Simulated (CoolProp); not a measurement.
R22 at several states: fugacity coefficient from the reference equation and from simpler models built on Tc = 369.3 K, pc = 4.990 MPa, ω = 0.221; each cubic takes its own stable root.

Values from CoolProp's reference Helmholtz-energy equation of state, Kamei 1995.

| T (K) | p (MPa) | phase | reference | Redlich-Kwong | Soave-Redlich-Kwong |
|---|---|---|---|---|---|
| 310.7 | 0.654 | gas | 0.9193 | 0.9278 | 0.9238 |
| 185.1 | 0.31 | liquid | 0.01829 | ? | ? |
| 212.1 | 0.0523 | liquid | 0.6642 | 0.9837 | 0.6575 |
| 466.8 | 0.131 | gas | 0.9961 | 0.9956 | 0.9961 |
| 444.5 | 3.66 | gas | 0.8729 | ? | 0.8757 |
| 137.2 | 0.534 | liquid | ? | 0.0001151 | 4.832e-5 |

Fill in the missing entries.


- 185.1, Redlich-Kwong: 0.03787
- 185.1, Soave-Redlich-Kwong: 0.01797
- 444.5, Redlich-Kwong: 0.8620
- 137.2, reference: 4.720e-5

At some of these states Redlich-Kwong gives the other phase, because its saturation line lies elsewhere.
